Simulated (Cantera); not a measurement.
A Cantera script and its output.

```python
import numpy as np
import cantera as ct

gas = ct.Solution("gri30.yaml")
gas.TPX = 550, 101325, {'C3H8': 1, 'O2': 4.17, 'N2': 15.7}
flame = ct.FreeFlame(gas, width=0.04)
flame.set_refine_criteria(ratio=3, slope=0.08, curve=0.16)
flame.transport_model = "mixture-averaged"
flame.solve(loglevel=0, auto=True)
flame.transport_model = "multicomponent"
flame.soret_enabled = True
flame.solve(loglevel=0, refine_grid=True)
z, T = flame.grid, flame.T
thick = (T[-1] - T[0]) / np.gradient(T, z).max()
show = ['C3H8', 'O2', 'H', 'OH', 'NO', 'C2H4']
print(f"laminar burning velocity  {flame.velocity[0] * 100:.3f} cm/s")
print(f"burnt temperature         {T[-1]:.1f} K")
print(f"thermal thickness         {thick * 1e3:.4f} mm")
print(f"grid points               {len(z)}")
z0 = z[flame.heat_release_rate.argmax()]
print(f"{'z/mm':>9s}{'T/K':>9s}{'u/(m/s)':>9s}" + "".join(f"{s:>11s}" for s in show))
rows = []
for k in (-3, -2, -1.5, -1, -0.5, -0.25, 0, 0.25, 0.5, 1, 2, 4, 8):
    zz = z0 + k * thick
    rows.append([k * thick, np.interp(zz, z, T), np.interp(zz, z, flame.velocity),
                 *(np.interp(zz, z, flame.X[gas.species_index(s)]) for s in show)])
    print(f"{rows[-1][0] * 1e3:9.3f}{rows[-1][1]:9.1f}{rows[-1][2]:9.3f}" + "".join(f"{x:11.3e}" for x in rows[-1][3:]))
```

Output:

```
laminar burning velocity  130.410 cm/s
burnt temperature         2358.3 K
thermal thickness         0.2671 mm
grid points               148
     z/mm      T/K  u/(m/s)       C3H8         O2          H         OH         NO       C2H4
   -0.801    550.1    1.306  4.787e-02  1.996e-01  7.300e-14  8.805e-13  4.454e-10  4.491e-07
   -0.534    551.5    1.312  4.781e-02  1.990e-01  2.280e-11  2.762e-10  7.060e-09  9.729e-06
   -0.401    557.3    1.329  4.777e-02  1.980e-01  1.417e-09  8.371e-09  3.438e-08  5.750e-05
   -0.267    600.6    1.442  4.766e-02  1.931e-01  2.829e-07  5.016e-07  2.643e-07  5.561e-04
   -0.134    956.1    2.370  3.649e-02  1.567e-01  7.215e-05  2.599e-05  2.952e-06  7.036e-03
   -0.067   1368.7    3.528  1.307e-02  1.105e-01  8.310e-04  3.529e-04  7.320e-06  1.318e-02
    0.000   1769.5    4.697  4.813e-04  6.043e-02  4.503e-03  2.169e-03  1.555e-05  5.691e-03
    0.067   1968.8    5.259  7.866e-07  2.997e-02  9.320e-03  5.383e-03  2.819e-05  4.486e-04
    0.134   2028.3    5.407  1.638e-10  1.698e-02  1.232e-02  7.609e-03  3.935e-05  1.361e-05
    0.267   2066.9    5.479  4.479e-15  9.852e-03  1.392e-02  8.660e-03  4.976e-05  9.930e-09
    0.534   2109.5    5.565 -7.674e-18  7.404e-03  1.300e-02  8.507e-03  5.700e-05  2.850e-13
    1.068   2163.3    5.686  3.272e-17  5.837e-03  1.056e-02  7.912e-03  6.616e-05  3.927e-16
    2.137   2225.1    5.825  2.752e-17  4.131e-03  7.682e-03  6.864e-03  8.077e-05  3.665e-16
```

Detailed kinetics in Cantera: GRI-Mech 3.0 (53 species, 325 reactions). GRI-Mech 3.0 was tuned for natural gas; its chemistry of propane as a main component is partial and can be far from experiment. Burning velocities carry a grid error of a few per cent, more on coarse grids.
